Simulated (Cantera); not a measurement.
Charge: 1 mol PH3, 0.64 mol O2, held at 3075 K and 48.0 mbar.

Equilibrium computed with Cantera from the NASA thermochemical tables; the gas is ideal and each condensed phase is pure. Candidate condensed phases: H2O, P, P4O10; 17 gas species. Gases not in the tables: HPO2, HPO3 and P4O6. Equilibrium is a limit: real reactors are often held back by kinetics, nucleation or transport.

Base state: H 0.414, PO 0.262, H2 0.210, H2O 0.0285, PO2 0.0264, O 0.0236, OH 0.0197, P 0.0128 (mole fractions); condensed: gas only.

**Question.** What changes in the equilibrium state with this change: O2 from 0.64 to 0.91 mol?

**Answer.** 
```
species    before     after
-------  --------  --------
H           0.414     0.369
PO          0.262     0.226
H2          0.210     0.167
O          0.0236    0.0612
P          0.0128   0.00427
OH         0.0197    0.0457
PO2        0.0264    0.0589
H2O        0.0285    0.0590
P2        0.00125  0.000137
O2        0.00126   0.00849
PH       0.000310   9.19e-5
```
